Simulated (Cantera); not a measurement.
Charge: 1 mol MgO, 1 mol O2, 9.5 mol N2, equilibrated at 1302 °C and 770000 Pa.

Method: chemical equilibrium by Gibbs-energy minimisation in Cantera with the NASA 1993 tables (ideal gas, pure condensed phases). Candidate condensed phases: Mg, MgO; 13 gas species. The numbers say what is thermodynamically allowed, not how fast it happens.

Base state: N2 0.904, O2 0.0946, NO 0.00125, NO2 1.01e-5 (mole fractions); condensed: MgO(s).

Q: What changes in the equilibrium state with this change: temperature from 1302 °C to 1050 °C?

A: 
| species | before | after |
|---|---|---|
| N2 | 0.904 | 0.905 |
| O2 | 0.0946 | 0.0951 |
| NO | 0.00125 | 0.000331 |
| NO2 | 1.01e-5 | 6.13e-6 |
| MgO(s), mol | 1.00 | 1.00 |

Q: What changes in the equilibrium state with this change: temperature from 1302 °C to 1625 °C?

A: 
```csv
species,before,after
N2,0.904,0.903
O2,0.0946,0.0932
NO,0.00125,0.00406
O,1.19e-6,3.23e-5
NO2,1.01e-5,1.56e-5
"MgO(s), mol",1.00,1.00
```

Q: What changes in the equilibrium state with this change: O2 from 1 to 0.13 mol?

A: 
```
species       before     after
-----------  -------  --------
N2             0.904     0.986
O2            0.0946    0.0133
NO           0.00125  0.000488
NO2          1.01e-5   1.47e-6
MgO(s), mol     1.00      1.00
```
